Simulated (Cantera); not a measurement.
Input: 1 mol SiHCl3, 3.1 mol N2, at 1523 K and 13.0 Pa.

Equilibrium computed with Cantera from the NASA thermochemical tables; the gas is ideal and each condensed phase is pure. Candidate condensed phases: NH4Cl, Si, Si3N4; 28 gas species. The tables' values for SiCl3, SiCl are old estimates; treat these amounts as uncertain. Equilibrium is a limit: real reactors are often held back by kinetics, nucleation or transport.

Base state: N2 0.610, SiCl2 0.186, HCl 0.181, SiCl3 0.00943, H2 0.00772, Cl 0.00336, SiCl4 0.00143, H 0.000178 (mole fractions); condensed: gas only.

What changes in the equilibrium state with this change: temperature from 1523 K to 1850 K?


```csv
species,before,after
N2,0.610,0.591
SiCl2,0.186,0.186
HCl,0.181,0.153
Cl,0.00336,0.0433
H2,0.00772,0.0160
Si,1.85e-6,0.00219
SiCl4,0.00143,8.59e-6
```
The tables' values for SiCl, SiCl3 are old estimates; treat these amounts as uncertain.
